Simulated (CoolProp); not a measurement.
Vapour-liquid equilibrium of n-hexane (1) + o-xylene (2) at 315.2 K; x and y are mole fractions of (1).

Computed with CoolProp (multi-fluid Helmholtz-energy mixture model, Thol 2019 and Zhou 2012; pair parameters Bell 2016).

```json
[
 {"x": "0.05", "bubble pressure (MPa)": "0.004721", "y at the bubble point": "0.537", "dew pressure at overall composition x (MPa)": "0.002408", "liquid density (mol/L)": "8.086"},
 {"x": "0.15", "bubble pressure (MPa)": "0.009292", "y at the bubble point": "0.787", "dew pressure at overall composition x (MPa)": "0.002677", "liquid density (mol/L)": "8.026"},
 {"x": "0.25", "bubble pressure (MPa)": "0.01351", "y at the bubble point": "0.869", "dew pressure at overall composition x (MPa)": "0.003015", "liquid density (mol/L)": "7.964"},
 {"x": "0.35", "bubble pressure (MPa)": "0.01744", "y at the bubble point": "0.910", "dew pressure at overall composition x (MPa)": "0.003449", "liquid density (mol/L)": "7.900"},
 {"x": "0.45", "bubble pressure (MPa)": "0.02113", "y at the bubble point": "0.936", "dew pressure at overall composition x (MPa)": "0.004030", "liquid density (mol/L)": "7.833"},
 {"x": "0.55", "bubble pressure (MPa)": "0.02464", "y at the bubble point": "0.953", "dew pressure at overall composition x (MPa)": "0.004844", "liquid density (mol/L)": "7.763"},
 {"x": "0.65", "bubble pressure (MPa)": "0.02805", "y at the bubble point": "0.967", "dew pressure at overall composition x (MPa)": "0.006070", "liquid density (mol/L)": "7.691"},
 {"x": "0.75", "bubble pressure (MPa)": "0.03144", "y at the bubble point": "0.978", "dew pressure at overall composition x (MPa)": "0.008121", "liquid density (mol/L)": "7.616"},
 {"x": "0.85", "bubble pressure (MPa)": "0.03487", "y at the bubble point": "0.987", "dew pressure at overall composition x (MPa)": "0.01222", "liquid density (mol/L)": "7.538"},
 {"x": "0.95", "bubble pressure (MPa)": "0.03845", "y at the bubble point": "0.996", "dew pressure at overall composition x (MPa)": "0.02393", "liquid density (mol/L)": "7.457"}
]
```

No azeotrope shows between x = 0.05 and 0.95.

The pair parameters rest on a limited set of measurements; away from them the model extrapolates.
